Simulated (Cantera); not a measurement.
Transport properties of process gases

Gas mixture: 100 % CH3OH, at 0.0132 atm, frozen composition.

Cantera's kinetic-theory transport with the Lennard-Jones parameters of GRI-Mech 3.0, ideal gas; thermal conductivity in the mixture-averaged form. Polar gases are described roughly by these parameters. The composition is frozen, though it would react at the higher temperatures.

| T (K) | ρ (kg/m³) | cp (J/kg/K) | μ (µPa s) | λ (mW/m/K) | Pr | D (cm²/s) O | D (cm²/s) CH3 | D (cm²/s) CH4 |
|---|---|---|---|---|---|---|---|---|
| 400 | 0.0128 | 1604 | 13.1 | 28.2 | 0.745 | 31.9 | 21.5 | 21.4 |
| 550 | 0.00934 | 1983 | 18.1 | 48.2 | 0.744 | 56.7 | 39.0 | 38.8 |
| 700 | 0.00734 | 2314 | 22.8 | 70.5 | 0.748 | 86.7 | 60.4 | 60.1 |
| 850 | 0.00604 | 2568 | 27.2 | 93.6 | 0.746 | 121 | 85.2 | 84.8 |
| 1000 | 0.00514 | 2798 | 31.3 | 117 | 0.751 | 160 | 113 | 113 |
| 1150 | 0.00447 | 2978 | 35.2 | 139 | 0.751 | 203 | 144 | 143 |
D: mixture-averaged diffusion coefficient of that species in the mixture.
